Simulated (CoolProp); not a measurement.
Saturation properties of n-undecane (Tc = 638.8 K, pc = 1.990 MPa, ω = 0.539).

Values from CoolProp's reference Helmholtz-energy equation of state, Aleksandrov 2011. It is a short technical equation, of lower accuracy than the large ones.

```
T (K)    p (MPa)  enthalpy of vaporisation (kJ/kg)  liquid cp (kJ/(kg K))  vapour Z  surface tension (mN/m)
-----  ---------  --------------------------------  ---------------------  --------  ----------------------
289.9   3.005e-5                             365.8                  2.189    0.9998                    25.0
323.7  0.0003362                             346.5                  2.302    0.9987                    21.9
357.4   0.002146                             328.0                  2.427    0.9952                    18.8
391.2   0.009268                             309.7                  2.561    0.9867                    15.9
425      0.03001                                 ?                  2.698    0.9700                    13.1
458.7    0.07830                             271.4                  2.839    0.9421                    10.5
492.5     0.1747                             249.7                      ?    0.8997                    7.95
526.3     0.3454                             224.9                  3.142    0.8393                    5.62
560.1     0.6234                                 ?                  3.328    0.7553                    3.50
```

Question: Complete the blanks.

Answer: 
- 425, enthalpy of vaporisation (kJ/kg): 291.1
- 492.5, liquid cp (kJ/(kg K)): 2.985
- 560.1, enthalpy of vaporisation (kJ/kg): 194.9

It boils at 468.9 K under 1 atm.

Surface tension comes from a separate correlation (Mulero 2014).
